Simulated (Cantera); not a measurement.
What does this Cantera script print?

```python
import numpy as np
import cantera as ct

gas_names = """
    CL CL2 H HCL H2 N NH NH2 NH3 N2 N2H2 N2H4 Si SiCL SiCL2 SiCL3 SiCL4 SiH SiHCL3 SiH2 SiH2CL2 SiH3
    SiH3CL SiH4 SiN Si2 Si2N Si3
""".split()
cond_names = """
    NH4CL(a) NH4CL(b) Si(cr) Si(L) Si3N4(a)
""".split()


def load(file, names, dense=False):
    # The tables refer to 1 bar. Condensed volumes are neglected.
    table = {s.name: s for s in ct.Species.list_from_file(file)}
    out = []
    for n in names:
        d = dict(table[n].input_data)
        d["thermo"] = dict(d["thermo"], **{"reference-pressure": 1e5})
        if dense:
            d["equation-of-state"] = {"model": "constant-volume", "density": "1e6 g/cm^3"}
        out.append(ct.Species.from_dict(d))
    return out


gas = ct.Solution(thermo="ideal-gas", species=load("nasa_gas.yaml", gas_names))
cond = {s.name: ct.Solution(thermo="fixed-stoichiometry", species=[s], name=s.name)
        for s in load("nasa_condensed.yaml", cond_names, dense=True)}
atoms = {
    'Si2H6': {'Si': 2, 'H': 6},
    'Cl2': {'CL': 2},
    'N2': {'N': 2},
}
top_T = {'Si3N4(a)': 2400}  # K; cautious upper limits of use, not melting points


def equilibrate(T, P, feed):
    n = {}
    for name, mol in feed.items():
        for a, k in atoms[name].items():
            n[a] = n.get(a, 0.0) + k * mol
    gas.TPX = T, P, n
    mass = sum(n.values()) * gas.mean_molecular_weight
    gas.equilibrate("TP")
    valid = [c for c in cond.values() if c.min_temp <= T <= top_T.get(c.name, c.max_temp)]
    mix = ct.Mixture([(gas, mass / gas.mean_molecular_weight)] + [(c, 0.0) for c in valid])
    mix.T, mix.P = T, P
    mix.equilibrate("TP", solver="vcs", rtol=1e-11, max_steps=5000)
    return mix


results = []
T = 873  # K
P = 100000  # Pa
for m in [3.3, 5.5, 9.1, 15, 25, 41, 69, 110, 190]:
    feed = {'Si2H6': 1, 'Cl2': 0.0044, 'N2': m}  # mol
    mix = equilibrate(T, P, feed)
    results.append((T, P, feed, dict(zip(mix.species_names, mix.species_moles))))
    x = sorted(zip(gas.X, gas.species_names), reverse=True)
    print(f"T = {T:g} K  P = {P:g} Pa  n(N2) = {m:g} mol  gas = {mix.phase_moles(0):.4g} mol")
    print("   x: " + "  ".join(f"{s} {v:.3e}" for v, s in x if v > 1e-05))
    print("   condensed (mol): " + ("  ".join(f"{mix.phase(i).name} {mix.phase_moles(i):.4g}"
          for i in range(1, mix.n_phases) if mix.phase_moles(i) > 1e-12) or "none"))
```

It prints:

```
T = 873 K  P = 100000 Pa  n(N2) = 3.3 mol  gas = 4.969 mol
   x: H2 6.022e-01  N2 3.956e-01  HCL 1.771e-03  NH3 4.458e-04
   condensed (mol): Si3N4(a) 0.6667
T = 873 K  P = 100000 Pa  n(N2) = 5.5 mol  gas = 7.169 mol
   x: N2 5.811e-01  H2 4.174e-01  HCL 1.228e-03  NH3 3.118e-04
   condensed (mol): Si3N4(a) 0.6667
T = 873 K  P = 100000 Pa  n(N2) = 9.1 mol  gas = 10.77 mol
   x: N2 7.211e-01  H2 2.779e-01  HCL 8.172e-04  NH3 1.887e-04
   condensed (mol): Si3N4(a) 0.6667
T = 873 K  P = 100000 Pa  n(N2) = 15 mol  gas = 16.67 mol
   x: N2 8.198e-01  H2 1.796e-01  HCL 5.279e-04  NH3 1.045e-04
   condensed (mol): Si3N4(a) 0.6667
T = 873 K  P = 100000 Pa  n(N2) = 25 mol  gas = 26.67 mol
   x: N2 8.874e-01  H2 1.122e-01  HCL 3.300e-04  NH3 5.372e-05
   condensed (mol): Si3N4(a) 0.6667
T = 873 K  P = 100000 Pa  n(N2) = 41 mol  gas = 42.67 mol
   x: N2 9.296e-01  H2 7.016e-02  HCL 2.062e-04  NH3 2.718e-05
   condensed (mol): Si3N4(a) 0.6667
T = 873 K  P = 100000 Pa  n(N2) = 69 mol  gas = 70.67 mol
   x: N2 9.575e-01  H2 4.237e-02  HCL 1.245e-04  NH3 1.294e-05
   condensed (mol): Si3N4(a) 0.6667
T = 873 K  P = 100000 Pa  n(N2) = 110 mol  gas = 111.7 mol
   x: N2 9.731e-01  H2 2.682e-02  HCL 7.880e-05
   condensed (mol): Si3N4(a) 0.6667
T = 873 K  P = 100000 Pa  n(N2) = 190 mol  gas = 191.7 mol
   x: N2 9.843e-01  H2 1.562e-02  HCL 4.591e-05
   condensed (mol): Si3N4(a) 0.6667
```

Method: chemical equilibrium by Gibbs-energy minimisation in Cantera with the NASA 1993 tables (ideal gas, pure condensed phases). The feed counts by its element totals alone. N2 is the only nitrogen source here; it is nearly inert below about 1500 K, so the nitride shown seldom forms there in practice.
